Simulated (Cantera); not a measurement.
Standard-state values (1 bar) from the NASA 1993 polynomials, evaluated with Cantera. Values are per mole of reaction as written; species without (g) are pure solids or liquids, kept so even where they would boil at 1 bar.

Task: Between 400 and 850 K, where is each reaction favourable under standard conditions?
- 2 CsCl + H2O2(g) = 2 Cs + 2 HCl(g) + 2 O(g)

Result: 
- 2 CsCl + H2O2(g) = 2 Cs + 2 HCl(g) + 2 O(g): ΔG° is 1162 kJ at 400 K and 962 kJ at 850 K; it stays positive (K < 1). ΔH° is 1329 kJ and ΔS° 431 J/K at 850 K.
